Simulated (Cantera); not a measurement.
An isothermal, constant-pressure homogeneous reactor starts with CH₄ : H₂ : H : H₂O = 0.024 : 1 : 0.013 : 0.0025 (molar parts), at 1525 K and 4000 Pa.

Model: GRI-Mech 3.0 (53 species, 325 reactions), integrated in Cantera. GRI-Mech 3.0 stops at C3 and has no aromatics, soot or wall deposition, so with more carbon than oxygen in the feed, carbon stays in small species such as C2H2 where larger ones or solid carbon would form. Radical loss at walls, strong at low pressure, is not modelled.

Task: Predict: x(CH₄) at 10.0 s; x(H₂) at 10.0 s; x(H) at 10.0 s; x(CH₂) at 10.0 s.

Result: 
```
Property                                              Value
----------------  -----------------------------------------
x(CH₄) at 10.0 s     0.0148 (gas-phase equilibrium 0.00240)
x(H₂) at 10.0 s         0.979 (gas-phase equilibrium 0.986)
x(H) at 10.0 s    0.000109 (gas-phase equilibrium 0.000118)
x(CH₂) at 10.0 s   3.15e-9 (gas-phase equilibrium 5.98e-10)
```
